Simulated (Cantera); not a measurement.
Feed: 1 mol SiF4, 1.4 mol NO, 43 mol N2, held at 1298.15 K and 71.0 Pa.

These are equilibrium values from Cantera (NASA tables, ideal gas, pure condensed phases), not measurements of a reactor. Candidate condensed phases: Si, SiO2, Si2N2O, Si3N4; 28 gas species. Equilibrium is a limit: real reactors are often held back by kinetics, nucleation or transport.

Base state: N2 0.962, SiF4 0.0220, O2 0.0154, NO 0.000117 (mole fractions); condensed: gas only.

Q: What changes in the equilibrium state with this change: SiF4 replaced by TEOS?

A: 
```
species             before    after
----------------  --------  -------
N2                   0.962    0.744
H2                       0    0.172
CO                       0   0.0843
SiF4                0.0220        0
O2                  0.0154    <1e-9
NO                0.000117    <1e-9
HCN                      0  7.28e-5
C(graphite), mol         0     3.10
Si2N2O(s), mol           0    0.500
```
The feed counts by its element totals alone. Further candidate phases: C, C6H6, C7H8, C8H18, H2O, SiC.
